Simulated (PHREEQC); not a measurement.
Consider water at 25 °C with 1.4 mmol/kgw BaCl2. Closed to the air; pH follows from the charge balance.

The numbers come from PHREEQC with the ion-association model, wateq4f.dat.

The ionic strength comes out as 0.00420 mol/kgw.

| species | molality | activity | log γ |
|---|---|---|---|
| Cl- | 0.00280 | 0.00261 | -0.031 |
| Ba+2 | 0.00140 | 0.00106 | -0.119 |
| H+ | 1.07e-7 | 1.01e-7 | -0.028 |
| OH- | 1.07e-7 | 9.95e-8 | -0.031 |

No solid was allowed to form. Species that the database lacks are ignored.
